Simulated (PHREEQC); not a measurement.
1 kg of water holding 0.043 mol NaCl and 0.14 mol K2CO3 meets 20 L of dry gas (O2 1 by moles) at fixed total pressure, at 200 atm; fugacities by Peng-Robinson. The gases take part in no redox reaction, some water evaporates into the gas, and hydrates or a liquid gas phase aren't modelled. Nothing may precipitate in this run.

Model: ion-association model, phreeqc.dat, run in PHREEQC.

| T (°C) | dissolved O2 (mol/kgw) | φ of O2 |
|---|---|---|
| 20 | 0.172 | 0.868 |
| 30 | 0.149 | 0.886 |
| 40 | 0.133 | 0.902 |
| 50 | 0.123 | 0.917 |
| 60 | 0.116 | 0.930 |
| 70 | 0.111 | 0.942 |
| 80 | 0.109 | 0.952 |
| 90 | 0.108 | 0.962 |

Species that the database lacks are ignored. At this temperature some constants are extrapolated from 25 °C, and those without enthalpy data are left unchanged.
